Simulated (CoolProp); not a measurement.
Vapour-liquid equilibrium of ethylene (1) + 1-butene (2) at -55.05 °C; x and y are mole fractions of (1).

Values from CoolProp's multi-fluid Helmholtz-energy mixture model, Smukala 2000 and Lemmon 2005; pair parameters Bell 2016.

### Question
Give the bubble pressure and the first vapour's composition at x = 0.15, 0.45, 0.95. Is there an azeotrope?

### Answer
x = 0.15: 0.1379 MPa, y = 0.940; x = 0.45: 0.3965 MPa, y = 0.984; x = 0.95: 0.8452 MPa, y = 0.999. No azeotrope shows between x = 0.05 and 0.95.

Pair parameters are fitted to limited data, so mixtures are less certain than the pure fluids.
